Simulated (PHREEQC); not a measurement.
0.023 g of hydrous ferric oxide (600 m²/g; 0.2 weak and 0.005 strong sites per Fe, Dzombak-Morel constants, diffuse double layer) in 1 kg of water with 0.05 mol/kgw of an inert sodium salt, at 25 °C; the pH is set by adding NaOH or the inert anion's acid. O2 is buffered at 0.21 atm. No CO2 enters from the air. No solid was allowed to form.

Computed with PHREEQC (ion-association model, wateq4f.dat).

Task: Predict surface charge σ (C/m²), surface potential ψ (mV) at pH = 5, 7.5, 9.

Result: 
```tsv
pH	surface charge σ (C/m²)	surface potential ψ (mV)
5	0.181	135
7.5	0.017	31
9	-0.026	-45
```

Species that the database lacks are ignored.
